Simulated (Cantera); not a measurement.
Charge: 1 mol SiCl₄, 15 mol N₂O, 23 mol N₂, at 1330 Pa.

Method: chemical equilibrium by Gibbs-energy minimisation in Cantera with the NASA 1993 tables (ideal gas, pure condensed phases). Candidate condensed phases: Si, SiO₂, Si₂N₂O, Si₃N₄; 23 gas species. The tables hold silica as quartz up to 1696 K and as liquid above; real silica turns to tridymite and cristobalite and melts near 1996 K. Kinetics and transport are ignored.

x: gas mole fraction; n: condensed amount in mol.

| T (K) | x N₂ | x O₂ | x Cl | x Cl₂ | x NO | n SiO₂(β-quartz) |
|---|---|---|---|---|---|---|
| 1298 | 0.809 | 0.138 | 0.0192 | 0.0330 | 0.000321 | 1.00 |
| 1348 | 0.806 | 0.138 | 0.0275 | 0.0287 | 0.000438 | 1.00 |
| 1398 | 0.802 | 0.137 | 0.0372 | 0.0236 | 0.000583 | 1.00 |
| 1448 | 0.797 | 0.136 | [?] | [?] | [?] | 1.00 |
| 1498 | 0.793 | 0.135 | 0.0572 | 0.0131 | 0.000976 | 1.00 |
| 1548 | 0.790 | 0.135 | 0.0653 | 0.00891 | 0.00123 | 1.00 |
| 1598 | 0.787 | 0.134 | 0.0714 | [?] | [?] | 1.00 |
| 1648 | 0.785 | 0.133 | 0.0755 | 0.00362 | 0.00188 | 1.000 |

Some entries are withheld; supply them.


- 1448, x Cl: 0.0475
- 1448, x Cl₂: 0.0182
- 1448, x NO: 0.000761
- 1598, x Cl₂: 0.00576
- 1598, x NO: 0.00153
